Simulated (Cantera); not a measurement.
A closed system holds: 1 mol Si3N4, 16 mol F2, 10 mol H2, at 1550 K and 1000 Pa.

Method: chemical equilibrium by Gibbs-energy minimisation in Cantera with the NASA 1993 tables (ideal gas, pure condensed phases). Candidate condensed phases: Si, Si3N4; 37 gas species. Rates play no part.

Task: What is the equilibrium state?

Result: 
```json
{
  "x(HF)": "0.800",
  "x(SiF4)": "0.120",
  "x(N2)": "0.0800",
  "x(F)": "6.47e-6",
  "x(H2)": "2.30e-6",
  "x(SiF3)": "1.40e-6",
  "gas_amount": "25.00 mol",
  "log10 activity of Si(s) (absent)": "-18.96"
}
```
